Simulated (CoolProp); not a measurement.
Values from CoolProp's reference Helmholtz-energy equation of state, Setzmann 1991.

For methane, give the phase and the density (kg/m³), cp (kJ/(kg K)), cv (kJ/(kg K)), expansivity (1/kK) at -51.05 °C and 23 bar; -51.05 °C and 69 bar; -51.05 °C and 99.6 bar.


- -51.05 °C and 23 bar: gas; density 22.5, cp 2.49, cv 1.66, expansivity 6.47
- -51.05 °C and 69 bar: supercritical; density 97.4, cp 5.10, cv 1.86, expansivity 18.8
- -51.05 °C and 99.6 bar: supercritical; density 178, cp 6.63, cv 1.90, expansivity 21.8
